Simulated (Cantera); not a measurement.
Gas mixture: C2H4 = 0.97 (molar parts), at 0.0132 atm, frozen composition.

Cantera's kinetic-theory transport with the Lennard-Jones parameters of GRI-Mech 3.0, ideal gas; thermal conductivity in the multicomponent form. The composition is frozen, though it would react at the higher temperatures.

One state of this run: ρ (kg/m³) = 0.00643; cp (J/kg/K) = 2785; μ (µPa s) = 21.7; λ (mW/m/K) = 80.4; Pr = 0.750; D (cm²/s) H2 = 202; D (cm²/s) O = 84.9; D (cm²/s) H2O = 64.7. D: mixture-averaged diffusion coefficient of that species in the mixture.

Task: Which value of T (K) does it belong to?
A) 550
B) 400
C) 1000
D) 700

Result: D, 700
